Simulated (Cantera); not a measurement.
**Adiabatic ignition**

An adiabatic, constant-volume homogeneous reactor starts with 14.2 % CH₄, 1.56 % C₂H₆, 0.610 % C₃H₈, 17.6 % O₂, 66.1 % N₂, at 1748 K and 6080 Torr.

Computed with Cantera and GRI-Mech 3.0 (53 species, 325 reactions). Above 3000 K some thermodynamic fits are extrapolated.

```csv
t (s),T (K),P (bar),x CH₄,x C₂H₆,x C₃H₈,x C₂H₂,x NO
4.00e-6,1777,8.34,0.129,0.0112,0.00224,0.000156,4.92e-10
1.11e-5,3012,16.9,0.000221,1.04e-8,1.71e-12,0.000636,0.000396
3.08e-5,2985,16.9,1.08e-9,<1e-12,<1e-12,9.43e-12,0.000758
8.54e-5,2986,16.9,1.06e-9,<1e-12,<1e-12,9.26e-12,0.000648
0.000237,2986,16.9,1.06e-9,<1e-12,<1e-12,9.22e-12,0.000609
0.000658,2986,16.9,1.06e-9,<1e-12,<1e-12,9.21e-12,0.000608
0.00182,2986,16.9,1.06e-9,<1e-12,<1e-12,9.21e-12,0.000608
0.00506,2986,16.9,1.06e-9,<1e-12,<1e-12,9.21e-12,0.000608
0.0140,2986,16.9,1.06e-9,<1e-12,<1e-12,9.21e-12,0.000608
0.0390,2986,16.9,1.06e-9,<1e-12,<1e-12,9.21e-12,0.000608
0.108,2986,16.9,1.06e-9,<1e-12,<1e-12,9.21e-12,0.000608
0.300,2986,16.9,1.06e-9,<1e-12,<1e-12,9.21e-12,0.000608
```
x: mole fraction; the columns are a selection and need not sum to one.

```json
{
 "time_of_steepest_temperature_rise": "8.60 µs",
 "temperature at 0.300 s": "2986 K",
 "equilibrium_temperature": "2986 K",
 "x(CH₄) at 0.300 s": "1.06e-9 (gas-phase equilibrium 1.19e-9)",
 "x(C₂H₆) at 0.300 s": "<1e-12 (gas-phase equilibrium <1e-12)",
 "x(C₃H₈) at 0.300 s": "<1e-12 (gas-phase equilibrium <1e-12)"
}
```
